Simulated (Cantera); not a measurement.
Feed: 1 mol MgO, 0.86 mol Cl₂, 0.045 mol H₂, at 1398.15 K and 0.0133 bar.

Equilibrium computed with Cantera from the NASA thermochemical tables; the gas is ideal and each condensed phase is pure. Candidate condensed phases: H₂O, Mg, MgCl₂, MgO, Mg(OH)₂; 22 gas species. Equilibrium is a limit: real reactors are often held back by kinetics, nucleation or transport.

Problem. What is the equilibrium state?

Solution. 
| Quantity | Result |
|---|---|
| x(MgCl₂) | 0.339 |
| x(Cl₂) | 0.286 |
| x(O₂) | 0.169 |
| x(Cl) | 0.130 |
| x(HCl) | 0.0761 |
| x(ClO) | 0.000174 |
| x(H₂O) | 4.25e-5 |
| x(O) | 3.28e-6 |
| x(OH) | 1.74e-6 |
| n(MgO(s)) | 0.600 mol |
| gas amount | 1.182 mol |
| log10 activity of Mg(l) (absent) | -15.38 |
